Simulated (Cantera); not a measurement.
Moist CO burnout

An isothermal, constant-pressure homogeneous reactor starts with CO : O2 : H2O : N2 = 0.0013 : 0.032 : 0.00015 : 1 (molar parts), equivalence ratio 0.020, at 1273 K and 1.01 bar.

Cantera simulation using GRI-Mech 3.0 (53 species, 325 reactions); the numbers are that mechanism's predictions, not measurements.

| t (s) | x CO | x O2 | x H2O | x CO2 | x NO | x O | x H |
|---|---|---|---|---|---|---|---|
| 1.00e-5 | 0.00126 | 0.0310 | 0.000145 | 5.80e-11 | <1e-12 | 5.80e-11 | <1e-12 |
| 5.41e-5 | 0.00126 | 0.0310 | 0.000145 | 3.14e-10 | <1e-12 | 3.14e-10 | <1e-12 |
| 0.000293 | 0.00126 | 0.0310 | 0.000145 | 1.71e-9 | <1e-12 | 1.69e-9 | <1e-12 |
| 0.00159 | 0.00126 | 0.0310 | 0.000145 | 1.03e-8 | <1e-12 | 9.60e-9 | 1.94e-11 |
| 0.00860 | 0.00126 | 0.0310 | 0.000145 | 2.41e-7 | <1e-12 | 1.83e-7 | 9.34e-10 |
| 0.0465 | 0.000720 | 0.0307 | 0.000140 | 0.000539 | 4.34e-8 | 6.63e-5 | 8.50e-7 |
| 0.252 | 5.33e-5 | 0.0304 | 0.000144 | 0.00121 | 3.68e-7 | 5.75e-6 | 2.34e-8 |
| 1.36 | 1.17e-6 | 0.0304 | 0.000145 | 0.00126 | 4.80e-7 | 3.00e-7 | 3.00e-10 |
| 7.39 | 4.88e-9 | 0.0304 | 0.000145 | 0.00126 | 4.92e-7 | 2.53e-8 | 7.37e-12 |
| 40.0 | 6.36e-10 | 0.0304 | 0.000145 | 0.00126 | 4.93e-7 | 1.87e-8 | 4.75e-12 |
x: mole fraction; the columns are a selection and need not sum to one.

Equilibrium at this temperature and pressure: CO 6.37e-10, O2 0.0303, H2O 0.000145, CO2 0.00126, NO 0.000140, O 1.87e-8, H 4.75e-12 (gas phase only).
